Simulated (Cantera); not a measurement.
A freely propagating, adiabatic, planar premixed flame of CO : H₂ : O₂ : N₂ = 1 : 1.1 : 1.57 : 7.05 (molar parts), unburnt at 475 K and 240 Torr; mixture-averaged transport, grid criteria slope 0.08 and curve 0.16, no radiation.

Model: GRI-Mech 3.0 (53 species, 325 reactions), integrated in Cantera. Burning velocities carry a grid error of a few per cent, more on coarse grids.

Q: What does this change do: inlet temperature 475 to 525 K?

A: 
| quantity | before | after |
|---|---|---|
| laminar burning velocity | 142 cm/s | 181 cm/s |
| thermal thickness | 2.36 mm | 2.50 mm |
| peak x(OH) | 0.00673 | 0.00724 |
| peak x(H₂O₂) | 1.89e-5 | 1.17e-5 |
| peak x(O) | 0.0103 | 0.0113 |

Q: What does this change do: N2 7.05 to 5.5 parts?

A: 
```
quantity                    before     after
------------------------  --------  --------
laminar burning velocity  142 cm/s  197 cm/s
thermal thickness          2.36 mm   2.21 mm
peak x(OH)                 0.00673    0.0104
peak x(H₂O₂)               1.89e-5   1.90e-5
peak x(O)                   0.0103    0.0152
```
